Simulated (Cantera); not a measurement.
Charge: 1 mol SiH₄, 0.0044 mol Cl₂, 150 mol H₂, held at 1700 K and 101000 Pa.

Equilibrium computed with Cantera from the NASA thermochemical tables; the gas is ideal and each condensed phase is pure. Candidate condensed phases: Si; 19 gas species. Gases not in the tables: Si₂H₆ and higher silanes. Kinetics and transport are ignored.

Base state: H₂ 1.000, H 0.000146, HCl 5.78e-5, SiH₂ 1.42e-5 (mole fractions); condensed: Si(l).

What changes in the equilibrium state with this change: pressure from 101000 Pa to 210 Pa?


| species | before | after |
|---|---|---|
| H₂ | 1.000 | 0.996 |
| H | 0.000146 | 0.00321 |
| Si | 6.70e-7 | 0.000323 |
| SiH | 1.04e-6 | 2.29e-5 |
| HCl | 5.78e-5 | 5.75e-5 |
| SiH₂ | 1.42e-5 | 1.41e-5 |
| Si(l), mol | 0.997 | 0.945 |
